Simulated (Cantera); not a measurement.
**Thermodynamics of boron, boron nitride and boron oxide, feed B2O3 + NH3 + H2 + O2**

A closed system holds: 1 mol B2O3, 2.3 mol NH3, 0.55 mol H2, 0.1 mol O2, at 0.000730 bar.

These are equilibrium values from Cantera (NASA tables, ideal gas, pure condensed phases), not measurements of a reactor. Candidate condensed phases: B, BN, B2O3, B3O3H3, H2O; 39 gas species. Rates play no part.

From 500 °C to 1250 °C the condensed part is B2O3(l). From 1400 °C to 2150 °C nothing is condensed. The main B-bearing gas is (HBO2)3 at 500 °C and BO at 2150 °C.

```json
[
 {"T (°C)": "500", "x H2": "0.738", "x H": "2.89e-11", "x N2": "0.223", "x BO": "<1e-12", "x B2O3": "<1e-12", "x HBO2": "3.73e-7", "x H2O": "0.0388", "x HBO": "<1e-12", "x BO2": "<1e-12", "n B2O3(l)": "1.000"},
 {"T (°C)": "650", "x H2": "0.738", "x H": "7.78e-9", "x N2": "0.223", "x BO": "<1e-12", "x B2O3": "8.34e-11", "x HBO2": "3.30e-5", "x H2O": "0.0388", "x HBO": "9.74e-10", "x BO2": "<1e-12", "n B2O3(l)": "1.000"},
 {"T (°C)": "800", "x H2": "0.738", "x H": "4.45e-7", "x N2": "0.223", "x BO": "7.00e-12", "x B2O3": "1.18e-7", "x HBO2": "0.000787", "x H2O": "0.0384", "x HBO": "1.99e-7", "x BO2": "2.33e-12", "n B2O3(l)": "0.998"},
 {"T (°C)": "950", "x H2": "0.735", "x H": "9.54e-6", "x N2": "0.222", "x BO": "5.98e-9", "x B2O3": "2.63e-5", "x HBO2": "0.00791", "x H2O": "0.0347", "x HBO": "1.10e-5", "x BO2": "1.18e-9", "n B2O3(l)": "0.979"},
 {"T (°C)": "1100", "x H2": "0.723", "x H": "0.000105", "x N2": "0.219", "x BO": "1.42e-6", "x B2O3": "0.00172", "x HBO2": "0.0367", "x H2O": "0.0198", "x HBO": "0.000308", "x BO2": "1.19e-7", "n B2O3(l)": "0.894"},
 {"T (°C)": "1250", "x H2": "0.665", "x H": "0.000698", "x N2": "0.204", "x BO": "0.000188", "x B2O3": "0.0472", "x HBO2": "0.0709", "x H2O": "0.00418", "x HBO": "0.00709", "x BO2": "2.82e-6", "n B2O3(l)": "0.510"},
 {"T (°C)": "1400", "x H2": "0.592", "x H": "0.00324", "x N2": "0.186", "x BO": "0.00214", "x B2O3": "0.107", "x HBO2": "0.0842", "x H2O": "0.00377", "x HBO": "0.0189", "x BO2": "2.71e-5", "n B2O3(l)": "0"},
 {"T (°C)": "1550", "x H2": "0.575", "x H": "0.0122", "x N2": "0.185", "x BO": "0.00843", "x B2O3": "0.0971", "x HBO2": "0.0895", "x H2O": "0.00635", "x HBO": "0.0229", "x BO2": "0.000160", "n B2O3(l)": "0"},
 {"T (°C)": "1700", "x H2": "0.542", "x H": "0.0368", "x N2": "0.181", "x BO": "0.0242", "x B2O3": "0.0828", "x HBO2": "0.0946", "x H2O": "0.0108", "x HBO": "0.0239", "x BO2": "0.000737", "n B2O3(l)": "0"},
 {"T (°C)": "1850", "x H2": "0.480", "x H": "0.0919", "x N2": "0.173", "x BO": "0.0517", "x B2O3": "0.0629", "x HBO2": "0.0962", "x H2O": "0.0184", "x HBO": "0.0208", "x BO2": "0.00275", "n B2O3(l)": "0"},
 {"T (°C)": "2000", "x H2": "0.380", "x H": "0.192", "x N2": "0.160", "x BO": "0.0855", "x B2O3": "0.0404", "x HBO2": "0.0867", "x H2O": "0.0285", "x HBO": "0.0148", "x BO2": "0.00817", "n B2O3(l)": "0"},
 {"T (°C)": "2150", "x H2": "0.255", "x H": "0.331", "x N2": "0.141", "x BO": "0.117", "x B2O3": "0.0204", "x HBO2": "0.0604", "x H2O": "0.0327", "x HBO": "0.00878", "x BO2": "0.0179", "n B2O3(l)": "0"}
]
```
x: gas mole fraction; n: condensed amount in mol.
